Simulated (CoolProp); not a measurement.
Vapour-liquid equilibrium of C2F6 (R116) (1) + propane (2) at 0.849 MPa; x and y are mole fractions of (1).

Model: multi-fluid Helmholtz-energy mixture model, Lemmon 2006 and Lemmon 2009; pair parameters Bell 2016, in CoolProp.

Task: Give the bubble temperature and the first vapour's composition at x = 0.65, 0.8, 0.95. Is there an azeotrope?

Result: x = 0.65: -23.7 °C, y = 0.797; x = 0.8: -25.4 °C, y = 0.858; x = 0.95: -26.5 °C, y = 0.956. No azeotrope shows between x = 0.05 and 0.95.

The pair parameters rest on a limited set of measurements; away from them the model extrapolates. With so large a gap from Raoult's law the liquid may split in two, which this calculation doesn't test in full.
